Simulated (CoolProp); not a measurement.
Properties of carbonyl sulfide along the isotherm 198.7 K (Tc = 378.8 K, pc = 6.369 MPa, ω = 0.098).

The numbers come from the reference Helmholtz-energy equation of state, Lemmon 2006 in CoolProp. It is a short technical equation, of lower accuracy than the large ones.

```json
[
 {"p (MPa)": "3.98", "phase": "liquid", "cp (kJ/(kg K))": "___", "fugacity coefficient": "0.007851"},
 {"p (MPa)": "7.96", "phase": "liquid", "cp (kJ/(kg K))": "___", "fugacity coefficient": "0.004415"},
 {"p (MPa)": "11.9", "phase": "liquid", "cp (kJ/(kg K))": "1.151", "fugacity coefficient": "0.003316"},
 {"p (MPa)": "15.9", "phase": "liquid", "cp (kJ/(kg K))": "1.147", "fugacity coefficient": "0.002790"},
 {"p (MPa)": "19.9", "phase": "liquid", "cp (kJ/(kg K))": "1.143", "fugacity coefficient": "___"},
 {"p (MPa)": "23.9", "phase": "liquid", "cp (kJ/(kg K))": "1.140", "fugacity coefficient": "0.002344"},
 {"p (MPa)": "27.9", "phase": "liquid", "cp (kJ/(kg K))": "___", "fugacity coefficient": "0.002255"},
 {"p (MPa)": "31.8", "phase": "liquid", "cp (kJ/(kg K))": "1.135", "fugacity coefficient": "0.002215"}
]
```

### Question
Complete the blanks.

### Answer

- 3.98, cp (kJ/(kg K)): 1.160
- 7.96, cp (kJ/(kg K)): 1.155
- 19.9, fugacity coefficient: 0.002506
- 27.9, cp (kJ/(kg K)): 1.137
